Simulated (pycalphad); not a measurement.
Source of the numbers: pycalphad with the COST 507 light-alloy database (1999); pressure 1 atm. The data set is of 1999 and partly superseded. Phase fractions are per mole of atoms.

Give the equilibrium state of Al-7.98Si (at.%) at 577 °C.

fcc, fraction 0.934, with 1.5 Si at.%; diamond (Si), fraction 0.066, with >99.99 Si at.%.
